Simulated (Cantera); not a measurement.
# Ammonia decomposition in nitride growth gas

A perfectly stirred reactor is fed with NH3 : H2 = 1 : 2.9 (molar parts), at 173 Torr; it is held at 1850 K, and followed from long to short residence time.

Model: the gas-phase N/H chemistry of the illustrative SiF4/NH3 mechanism in the Surface Chemkin manual (1991), integrated in Cantera. Walls and surfaces, which speed up NH3 decomposition in real reactors, are not modelled.

| τ (s) | x NH3 | x H2 | x N | x H | x N2H2 | x N2H4 | x NH |
|---|---|---|---|---|---|---|---|
| 1.2 | 0.117 | 0.827 | 1.96e-7 | 0.000362 | 2.18e-7 | 7.87e-9 | 2.64e-6 |
| 0.74 | 0.147 | 0.809 | 1.96e-7 | 0.000330 | 2.87e-7 | 1.06e-8 | 2.84e-6 |
| 0.46 | 0.174 | 0.793 | 1.95e-7 | 0.000305 | 3.55e-7 | 1.34e-8 | 3.00e-6 |
| 0.28 | 0.198 | 0.778 | 1.93e-7 | 0.000286 | 4.18e-7 | 1.59e-8 | 3.12e-6 |
| 0.17 | 0.218 | 0.767 | 1.91e-7 | 0.000273 | 4.67e-7 | 1.79e-8 | 3.20e-6 |
| 0.11 | 0.230 | 0.759 | 1.89e-7 | 0.000265 | 4.97e-7 | 1.92e-8 | 3.24e-6 |
| 0.065 | 0.240 | 0.753 | 1.86e-7 | 0.000257 | 5.19e-7 | 2.01e-8 | 3.25e-6 |
| 0.040 | 0.246 | 0.749 | 1.81e-7 | 0.000252 | 5.25e-7 | 2.04e-8 | 3.22e-6 |
| 0.025 | 0.250 | 0.747 | 1.75e-7 | 0.000247 | 5.20e-7 | 2.03e-8 | 3.16e-6 |
| 0.015 | 0.253 | 0.746 | 1.63e-7 | 0.000240 | 4.98e-7 | 1.97e-8 | 3.03e-6 |
| 0.0093 | 0.254 | 0.745 | 1.47e-7 | 0.000231 | 4.60e-7 | 1.85e-8 | 2.83e-6 |
x: mole fraction; the columns are a selection and need not sum to one.
